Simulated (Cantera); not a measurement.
Charge: 1 mol Fe2O3, 1.8 mol C, a varied amount of H2, equilibrated at 750 °C and 1.33 mbar.

Cantera equilibrium calculation (NASA polynomials, part measured and part estimated; ideal gas, pure solids and liquids). Candidate condensed phases: C, C6H6, C7H8, C8H18, Fe, Fe(CO)5, FeO, Fe(OH)2, Fe(OH)3, Fe2O3, Fe3O4, H2O; 114 gas species. Mutual solubility and eutectic melting of coexisting phases are not modelled. The tables' stoichiometric FeO is somewhat more stable than real wüstite, so its field is too wide. FeO: taken at fixed stoichiometry. Rates play no part.

### Question
Which condensed phases are stable at each of these points (n(H2) (mol)): 1.5, 1.9, 2.3, 2.8, 3.5, 4.3, 5.2, 6.4, 7.8?

### Answer
| n(H2) (mol) | condensed phases | Fe condensed (%) |
|---|---|---|
| 1.5 | Fe(α) + FeO(s) | 100.0 |
| 1.9 | Fe(α) + FeO(s) | 100.0 |
| 2.3 | Fe(α) + FeO(s) | 100.0 |
| 2.8 | Fe(α) + FeO(s) | 100.0 |
| 3.5 | Fe(α) + FeO(s) | 100.0 |
| 4.3 | Fe(α) + FeO(s) | 100.0 |
| 5.2 | Fe(α) + FeO(s) | 100.0 |
| 6.4 | Fe(α) | 100.0 |
| 7.8 | Fe(α) | 100.0 |

From 1.5 mol H2 to 5.2 mol H2 the condensed part is Fe(α) + FeO(s). From 6.4 mol H2 to 7.8 mol H2 the condensed part is Fe(α).
